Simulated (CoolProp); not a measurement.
Properties of R115 along the isotherm 500 K.

Values from CoolProp's reference Helmholtz-energy equation of state, Lemmon 2016.

```csv
p (MPa),phase,density (kg/m³),cp (kJ/(kg K)),isothermal compressibility (1/MPa),expansivity (1/kK)
0.099,gas,3.689,0.9248,10.13,2.025
0.145,gas,5.411,0.9254,6.927,2.036
0.213,gas,7.965,0.9263,4.725,2.053
0.313,gas,11.74,0.9276,3.225,2.079
0.459,gas,17.29,0.9295,2.209,2.117
0.674,gas,25.56,0.9325,1.514,2.174
0.99,gas,37.91,0.9371,1.041,2.261
1.45,gas,56.32,0.9442,0.7207,2.394
2.13,gas,84.50,0.9557,0.5008,2.606
3.13,supercritical,128.1,0.9750,0.3509,2.946
4.59,supercritical,196.5,1.007,0.2474,3.483
6.74,supercritical,305.1,1.059,0.1696,4.199
9.9,supercritical,464.9,1.115,0.1026,4.598
14.5,supercritical,651.7,1.138,0.05128,4.030
21.3,supercritical,825.0,1.125,0.02351,2.986
31.3,supercritical,971.2,1.104,0.01155,2.161
```
